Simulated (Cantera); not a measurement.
Input: 1 mol borazine, 0.14 mol H2O, 16 mol N2, equilibrated at 3.45 Torr.

These are equilibrium values from Cantera (NASA tables, ideal gas, pure condensed phases), not measurements of a reactor. Candidate condensed phases: B, BN, B2O3, B3O3H3, H2O; 39 gas species. The feed counts by its element totals alone. The tables' values for BH2 are old estimates; treat these amounts as uncertain. The numbers say what is thermodynamically allowed, not how fast it happens. All values below are at 1802 °C.

Base state: N2 0.825, H2 0.152, H 0.0153, BO 0.00398, HBO 0.00292, B2O2 0.000137, BH2 3.25e-5, B 2.91e-5 (mole fractions); condensed: BN(s).

Task: What changes in the equilibrium state with this change: pressure from 3.45 Torr to 66.0 Torr?

Result: 
| species | before | after |
|---|---|---|
| N2 | 0.825 | 0.831 |
| H2 | 0.152 | 0.158 |
| HBO | 0.00292 | 0.00484 |
| H | 0.0153 | 0.00357 |
| B | 2.91e-5 | 3.47e-7 |
| B2O3 | 3.15e-7 | 2.61e-5 |
| HBO2 | 1.00e-6 | 5.20e-5 |
| H2O | 3.73e-7 | 1.21e-5 |
| B2O | 2.12e-5 | 1.80e-6 |
| BN(s), mol | 2.86 | 2.86 |

Task: What changes in the equilibrium state with this change: N2 from 16 to 0.11 mol?

Result: 
| species | before | after |
|---|---|---|
| H2 | 0.152 | 0.850 |
| N2 | 0.825 | 0.0752 |
| H | 0.0153 | 0.0362 |
| HBO | 0.00292 | 0.0228 |
| BO | 0.00398 | 0.0132 |
| BH2 | 3.25e-5 | 0.000602 |
| B2O | 2.12e-5 | 0.000233 |
| B2O2 | 0.000137 | 0.00150 |
| BH | 1.35e-6 | 1.06e-5 |
| BN(s), mol | 2.86 | 2.68 |
| B(s), mol | 0 | 0.174 |
Mutual solubility and eutectic melting of coexisting phases are not modelled.
